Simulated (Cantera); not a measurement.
## CaO + HCl (oxide etching and cleaning by halides)

Feed: 1 mol CaO, 2.6 mol HCl, at 800 °C and 0.00270 bar.

Cantera equilibrium calculation (NASA polynomials, part measured and part estimated; ideal gas, pure solids and liquids). Candidate condensed phases: Ca, CaCl2, CaO, Ca(OH)2, H2O; 21 gas species. Condensed phases not in the tables: oxide chlorides. Equilibrium is a limit: real reactors are often held back by kinetics, nucleation or transport.

The x(H2O) is 0.625 and the x(HCl) comes out as 0.375. The x(CaCl2) is 9.54e-5 and the x(Cl) comes out as 2.43e-5. The x(H2) comes out as 1.42e-5 and the x(Cl2) is 1.37e-6. The n(CaCl2(l)) is 1.000 mol. The gas amount is 1.600 mol and the log10 activity of Ca(s) (absent) comes out as -22.28.
